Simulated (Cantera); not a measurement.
Cantera with NASA thermochemical tables; ideal gases at 1 bar, condensed phases pure. Values are per mole of reaction as written; species without (g) are pure solids or liquids, kept so even where they would boil at 1 bar.

2 NH3(g) + 3 S → 2 N(g) + 3 H2S(g), with ΔH° = 975.7 kJ and ΔS° = 442.2 J/K at 300 K.

### Question
How far is the shortcut ΔG° ≈ ΔH°(300 K) − T·ΔS°(300 K) from the full temperature-dependent value at 400, 450, 500, 550, 600, 650, 700, 750, 800, 850 K?

### Answer
| T (K) | shortcut (kJ) | full (kJ) | difference (kJ) | difference in log10 K | condensed phases |
|---|---|---|---|---|---|
| 400 | 798.9 | 799.1 | -0.2 | 0.03 | S(l) |
| 450 | 776.8 | 778.0 | -1.2 | 0.14 | S(l) |
| 500 | 754.6 | 757.1 | -2.4 | 0.26 | S(l) |
| 550 | 732.5 | 736.5 | -4.0 | 0.38 | S(l) |
| 600 | 710.4 | 716.1 | -5.7 | 0.49 | S(l) |
| 650 | 688.3 | 695.9 | -7.6 | 0.61 | S(l) |
| 700 | 666.2 | 675.8 | -9.6 | 0.71 | S(l) |
| 750 | 644.1 | 655.8 | -11.7 | 0.81 | S(l) |
| 800 | 622.0 | 635.8 | -13.9 | 0.90 | S(l) |
| 850 | 599.9 | 616.0 | -16.1 | 0.99 | S(l) |
The shortcut ignores heat capacities and the phase changes listed.
